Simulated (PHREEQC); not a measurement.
## Ultrapure water in contact with air or piping: speciation

Model water analysis in mg/L, 45 °C, pH 6.37, pe -0.8: Na 0.065; K 0.138; Ca 0.0885; Mg 0.0206; Cl 0.206; S(6) as SO4 0.103; Alkalinity as HCO3 0.294; Zn 0.000638; B 4.6e-05; Si as SiO2 0.00394; F 0.00139; Br 0.000449; Mn(2) 0.000182.

Na is adjusted to close the charge balance.
Valence states are taken as typed.

Model: ion-association model, wateq4f.dat, run in PHREEQC.

Each row changes one thing in this solution. This is a speciation only: nothing precipitates in the calculation.

```
case                                             HCO3- (mol/kgw)  CO2 (mol/kgw)  CO3-2 (mol/kgw)  ZnOH+ (mol/kgw)  H3SiO4- (mol/kgw)  MgOH+ (mol/kgw)  SI of Quartz (SiO2)
-----------------------------------------------  ---------------  -------------  ---------------  ---------------  -----------------  ---------------  -------------------
as made                                                  5.15e-6        4.26e-6         7.81e-10         1.01e-10           4.20e-11         3.86e-11                -3.48
Zn from 0.000638 to 0.00128 mg/L                         5.15e-6        4.26e-6         7.81e-10         2.03e-10           4.20e-11         3.86e-11                -3.48
pH from 6.37 to 7.37 at the same alkalinity              3.92e-6        3.24e-7          5.94e-9         9.20e-10           4.18e-10         3.86e-10                -3.48
all concentrations times 2 at the same typed pH          9.97e-6        8.22e-6          1.52e-9         2.02e-10           8.43e-11         7.66e-11                -3.18
F from 0.00139 to 0.00417 mg/L                           5.15e-6        4.26e-6         7.81e-10         1.01e-10           4.20e-11         3.86e-11                -3.48
```

Species that the database lacks are ignored. At this temperature some constants are extrapolated from 25 °C, and those without enthalpy data are left unchanged. SiF6-2 is the database's only silicon fluoride. Real BF4- forms and hydrolyses slowly; the run takes it at equilibrium.
